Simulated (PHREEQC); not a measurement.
Solution (20 °C): 0.014 mol HF, 0.088 mol NH4F and 0.00012 mol H2SiF6 per kg of water. Closed to the air; pH follows from the charge balance.

The numbers come from PHREEQC with the ion-association model, phreeqc.dat.

```csv
quantity,before,after
HF (mol/kgw),0.0107,0.00602
HF2- (mol/kgw),0.00334,0.000954
NH3 (mol/kgw),2.12e-7,1.12e-7
SI of Quartz (SiO2),-7.90,-6.55
```

Q: Name the change that produced these shifts.
A) diluted 10-fold with water
B) H2SiF6 replaced by Na2SiO3 at the same molality
C) diluted 2-fold with water
D) H2SiF6 from 0.00012 to 0.000108 mol/kgw
E) NH4F replaced by NH4HCO3 at the same molality

A: C, diluted 2-fold with water

Precipitation was switched off in this run. SiF6-2 is the database's only silicon fluoride.
